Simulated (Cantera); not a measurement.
Feed: 1 mol Si3N4, 6.6 mol HCl, a varied amount of H2, at 1550 °C and 0.0930 bar.

These are equilibrium values from Cantera (NASA tables, ideal gas, pure condensed phases), not measurements of a reactor. Candidate condensed phases: NH4Cl, Si, Si3N4; 28 gas species. Mutual solubility and eutectic melting of coexisting phases are not modelled. Gases not in the tables: Si2H6 and higher silanes. Rates play no part.

Q: What share of the Si ends up in condensed phases as a function of n(H2) (mol), at 3, 9.5, 16, 22, 29, 35, 42?

A: 
| n(H2) (mol) | Si condensed (%) | as |
|---|---|---|
| 3 | 24.2 | Si(l) + Si3N4(s) |
| 9.5 | 35.5 | Si(l) |
| 16 | 42.9 | Si(l) |
| 22 | 48.0 | Si(l) |
| 29 | 52.8 | Si(l) |
| 35 | 56.1 | Si(l) |
| 42 | 59.3 | Si(l) |
